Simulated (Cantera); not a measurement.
A Cantera script and its output.

```python
import numpy as np
import cantera as ct

gas = ct.Solution("gri30.yaml")
gas.TPX = 1048, 500000, {'CO': 0.02, 'O2': 0.022, 'H2O': 0.00095, 'N2': 1}
reactor = ct.IdealGasConstPressureReactor(gas, energy="off", clone=False)
net = ct.ReactorNet([reactor])
net.rtol, net.atol = 1e-08, 1e-18
show = ['CO', 'O2', 'H2O', 'CO2', 'H2O2', 'NO2']
times = np.geomspace(6e-05, 20, 13)

steps = ct.SolutionArray(gas, extra=["t"])
rows = []
print(f"{'t/s':>10s}{'T/K':>9s}{'P/Pa':>11s}" + "".join(f"{s:>11s}" for s in show))
for t in times:
    while net.time < t:
        t_next = net.step()
        steps.append(gas.state, t=t_next)
    rows.append([np.interp(t, steps.t, y) for y in (steps.T, steps.P, *steps(*show).X.T)])
    print(f"{t:10.3e}{rows[-1][0]:9.1f}{rows[-1][1]:11.4g}" + "".join(f"{x:11.3e}" for x in rows[-1][2:]))
rate = np.gradient(steps.T, steps.t)
print("integrator steps:", len(steps.t))
if steps.T.max() > steps.T[0] + 200:
    print(f"time of steepest temperature rise: {steps.t[rate.argmax()]:.4e} s")
gas.TPX = 1048, 500000, {'CO': 0.02, 'O2': 0.022, 'H2O': 0.00095, 'N2': 1}
gas.equilibrate("TP")
print(f"equilibrium (TP): T = {gas.T:.1f} K  " + "  ".join(f"{s} {gas[s].X[0]:.3e}" for s in show))
```

Output:

```
       t/s      T/K       P/Pa         CO         O2        H2O        CO2       H2O2        NO2
 6.000e-05   1048.0      5e+05  1.918e-02  2.109e-02  9.109e-04  4.209e-10  3.697e-18  2.380e-27
 1.731e-04   1048.0      5e+05  1.918e-02  2.109e-02  9.109e-04  1.426e-09  1.004e-16  1.474e-25
 4.996e-04   1048.0      5e+05  1.918e-02  2.109e-02  9.109e-04  5.291e-09  2.179e-15  7.863e-24
 1.442e-03   1048.0      5e+05  1.918e-02  2.109e-02  9.109e-04  2.013e-08  4.137e-14  3.362e-22
 4.160e-03   1048.0      5e+05  1.918e-02  2.109e-02  9.109e-04  8.455e-08  6.519e-13  1.361e-20
 1.200e-02   1048.0      5e+05  1.918e-02  2.109e-02  9.109e-04  4.937e-07  1.104e-11  8.799e-19
 3.464e-02   1048.0      5e+05  1.917e-02  2.109e-02  9.108e-04  5.479e-06  4.823e-10  2.757e-16
 9.996e-02   1048.0      5e+05  1.902e-02  2.101e-02  9.102e-04  1.622e-04  5.904e-08  9.004e-13
 2.884e-01   1048.0      5e+05  1.789e-02  2.046e-02  9.083e-04  1.297e-03  1.111e-07  5.214e-11
 8.324e-01   1048.0      5e+05  1.457e-02  1.882e-02  9.070e-04  4.647e-03  1.332e-07  7.071e-10
 2.402e+00   1048.0      5e+05  7.892e-03  1.552e-02  9.112e-04  1.139e-02  1.065e-07  6.016e-09
 6.931e+00   1048.0      5e+05  1.762e-03  1.249e-02  9.174e-04  1.758e-02  3.749e-08  2.803e-08
 2.000e+01   1048.0      5e+05  1.163e-04  1.167e-02  9.195e-04  1.924e-02  2.397e-09  5.431e-08
integrator steps: 958
equilibrium (TP): T = 1048.0 K  CO 2.335e-11  O2 1.161e-02  H2O 9.197e-04  CO2 1.936e-02  H2O2 1.122e-12  NO2 2.781e-07
```

Model: GRI-Mech 3.0 (53 species, 325 reactions), integrated in Cantera.
